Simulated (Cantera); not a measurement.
A closed system holds: 1 mol SO₂, 1.5 mol H₂O, held at 2973.15 K and 1.33 mbar.

Method: chemical equilibrium by Gibbs-energy minimisation in Cantera with the NASA 1993 tables (ideal gas, pure condensed phases). Candidate condensed phases: H₂O, H₂SO₄, S; 19 gas species. Rates play no part.

Base state: O 0.404, H 0.401, S 0.0984, SO 0.0435, O₂ 0.0204, OH 0.0166, H₂ 0.0101, SO₂ 0.00406 (mole fractions); condensed: gas only.

Q: What changes in the equilibrium state with this change: H₂O from 1.5 to 0.25 mol?

A: 
```csv
species,before,after
O,0.404,0.502
S,0.0984,0.192
H,0.401,0.145
H₂,0.0101,0.00134
SO₂,0.00406,0.0123
SO,0.0435,0.106
OH,0.0166,0.00750
O₂,0.0204,0.0316
H₂O,0.00129,0.000212
S₂,0.000237,0.000904
SH,0.000469,0.000333
```
